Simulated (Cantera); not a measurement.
A closed system holds: 1 mol Cr, 0.11 mol O₂, 220 mol H₂, equilibrated at 2548.15 K and 750 Torr.

Equilibrium computed with Cantera from the NASA thermochemical tables; the gas is ideal and each condensed phase is pure. Candidate condensed phases: Cr, Cr₂O₃, H₂O; 13 gas species. The numbers say what is thermodynamically allowed, not how fast it happens.

Base state: H₂ 0.964, H 0.0304, Cr 0.00445, H₂O 0.000969 (mole fractions); condensed: gas only.

Problem. What changes in the equilibrium state with this change: Cr replaced by Zr?

Solution. 
```json
[
 {"species": "H₂", "before": "0.964", "after": "0.969"},
 {"species": "H", "before": "0.0304", "after": "0.0305"},
 {"species": "ZrO", "before": "0", "after": "0.000124"},
 {"species": "Cr", "before": "0.00445", "after": "0"},
 {"species": "H₂O", "before": "0.000969", "after": "4.79e-5"},
 {"species": "Zr(l), mol", "before": "0", "after": "0.880"},
 {"species": "ZrO₂(tetragonal), mol", "before": "0", "after": "0.0906"}
]
```
Mutual solubility and eutectic melting of coexisting phases are not modelled. Condensed phases not in the tables: N, O or C dissolved in the metal. Further candidate phases: Zr, ZrO₂.
